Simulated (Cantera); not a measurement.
A perfectly stirred reactor is fed with CH4 : H2 : O2 = 0.021 : 1 : 0.018 (molar parts), at 60.8 Torr; it is held at 2448 K, and followed from long to short residence time.

Computed with Cantera and GRI-Mech 3.0 (53 species, 325 reactions). The temperature is held fixed by assumption; the heat of reaction is taken as removed at once.

**Question.** What does this change do: temperature 2448 to 2375 K?

**Answer.** 
| quantity | before | after |
|---|---|---|
| x(CH4) at τ = 2.80 s | 2.59e-6 | 7.46e-6 |
| x(H2) at τ = 2.80 s | 0.901 | 0.920 |
| x(O2) at τ = 2.80 s | 1.09e-7 | 1.04e-7 |
| x(CO2) at τ = 2.80 s | 4.69e-5 | 4.88e-5 |
| x(CH3) at τ = 2.80 s | 3.42e-6 | 7.00e-6 |
| x(CH4) at τ = 35.0 ms | 0.000320 | 0.000535 |
| x(H2) at τ = 35.0 ms | 0.920 | 0.930 |
| x(O2) at τ = 35.0 ms | 6.15e-6 | 8.56e-6 |
| x(CO2) at τ = 35.0 ms | 4.86e-5 | 5.05e-5 |
| x(CH3) at τ = 35.0 ms | 0.000285 | 0.000366 |

**Question.** What does this change do: 0.05 parts H2O added?

**Answer.** 
```tsv
quantity	before	after
x(CH4) at τ = 2.80 s	2.59e-6	6.08e-7
x(H2) at τ = 2.80 s	0.901	0.861
x(O2) at τ = 2.80 s	1.09e-7	1.12e-6
x(CO2) at τ = 2.80 s	4.69e-5	0.000192
x(CH3) at τ = 2.80 s	3.42e-6	8.10e-7
x(CH4) at τ = 35.0 ms	0.000320	0.000171
x(H2) at τ = 35.0 ms	0.920	0.883
x(O2) at τ = 35.0 ms	6.15e-6	6.91e-6
x(CO2) at τ = 35.0 ms	4.86e-5	0.000190
x(CH3) at τ = 35.0 ms	0.000285	0.000142
```
